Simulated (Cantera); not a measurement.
## Nitride etching: Si3N4 + Cl2 + H2

Input: 1 mol Si3N4, 10 mol Cl2, 89 mol H2, held at 1.33 mbar.

Cantera equilibrium calculation (NASA polynomials, part measured and part estimated; ideal gas, pure solids and liquids). Candidate condensed phases: NH4Cl, Si, Si3N4; 28 gas species. The tables' values for SiCl, SiCl3 are old estimates; treat these amounts as uncertain. Gases not in the tables: Si2H6 and higher silanes. Rates play no part.

```csv
T (K),log p H2,log p HCl,log p SiCl2,log p H,log p N2,n Si3N4(s)
923,-2.97,-3.61,-8.75,-11.10,-5.42,0.860
1023,-2.97,-3.60,-7.21,-9.87,-5.50,0.883
1123,-2.97,-3.60,-6.01,-8.86,-5.49,0.880
1223,-2.97,-3.61,-5.20,-8.01,-5.22,0.778
1323,-2.97,-3.65,-4.70,-7.28,-4.84,0.463
1423,-2.97,-3.74,-4.41,-6.66,-4.58,0
1523,-2.97,-3.73,-4.41,-6.12,-4.58,0
1623,-2.97,-3.73,-4.41,-5.64,-4.58,0
1723,-2.97,-3.73,-4.41,-5.22,-4.58,0
1823,-2.97,-3.73,-4.44,-4.85,-4.58,0
1923,-2.98,-3.72,-4.50,-4.52,-4.59,0
```
log p: log10 of the partial pressure in bar; n: condensed amount in mol.

From 923 K to 1323 K the condensed part is Si3N4(s). From 1423 K to 1923 K nothing is condensed. The main Si-bearing gas is SiCl4 at 923 K and SiCl2 at 1923 K.
